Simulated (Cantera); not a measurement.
Feed: 1 mol Si₂H₆, 0.9 mol Cl₂, 29 mol H₂, 0.089 mol HCl, equilibrated at 2.50 mbar.

Equilibrium computed with Cantera from the NASA thermochemical tables; the gas is ideal and each condensed phase is pure. Candidate condensed phases: Si; 19 gas species. The feed counts by its element totals alone. The tables' values for SiCl₃ are old estimates; treat these amounts as uncertain. Rates play no part. All values below are at 1225 K.

Base state: H₂ 0.949, HCl 0.0453, SiCl₂ 0.00527, SiCl₃ 0.000271, SiCl₄ 0.000110, SiHCl₃ 7.21e-5 (mole fractions); condensed: Si(s).

Q: What changes in the equilibrium state with this change: Si₂H₆ replaced by SiCl₄?

A: 
```csv
species,before,after
H₂,0.949,0.857
HCl,0.0453,0.112
SiCl₂,0.00527,0.0240
SiCl₄,0.000110,0.00338
SiCl₃,0.000271,0.00320
SiHCl₃,7.21e-5,0.000811
SiH₂Cl₂,6.30e-6,2.60e-5
"Si(s), mol",1.81,0
```
